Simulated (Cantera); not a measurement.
A perfectly stirred reactor is fed with CO : H₂ : CH₄ : O₂ : N₂ = 1 : 1.5 : 0.19 : 1.36 : 9.64 (molar parts), at 4580 Torr; it is adiabatic with a 350 K inlet, and is followed from long to short residence time, starting on the burning branch (τ in s: 0.085, 0.032, 0.012, 0.0045, 0.0017, 0.00064, 0.00024, 9.2e-05, 3.5e-05, 1.3e-05, 4.9e-06).

Detailed kinetics in Cantera: GRI-Mech 3.0 (53 species, 325 reactions).

Q: What does this change do: H2 1.5 to 2.3 parts?

A: 
```json
[
 {"quantity": "blow-out, bracketed by the residence times tried", "before": "burning at 92.0 µs, out at 35.0 µs", "after": "burning at 92.0 µs, out at 35.0 µs"},
 {"quantity": "x(CO) at τ = 85.0 ms", "before": "0.0279", "after": "0.0471"},
 {"quantity": "x(H₂) at τ = 85.0 ms", "before": "0.0147", "after": "0.0484"},
 {"quantity": "x(CH₄) at τ = 85.0 ms", "before": "1.33e-5", "after": "0.000895"},
 {"quantity": "x(NO₂) at τ = 85.0 ms", "before": "4.86e-10", "after": "4.65e-11"},
 {"quantity": "x(CH₂) at τ = 85.0 ms", "before": "2.72e-8", "after": "2.34e-8"},
 {"quantity": "x(CO) at τ = 0.640 ms", "before": "0.0302", "after": "0.0525"},
 {"quantity": "x(H₂) at τ = 0.640 ms", "before": "0.0151", "after": "0.0483"},
 {"quantity": "x(CH₄) at τ = 0.640 ms", "before": "6.20e-5", "after": "0.000892"},
 {"quantity": "x(NO₂) at τ = 0.640 ms", "before": "7.19e-9", "after": "1.37e-9"},
 {"quantity": "x(CH₂) at τ = 0.640 ms", "before": "6.48e-7", "after": "1.14e-6"}
]
```
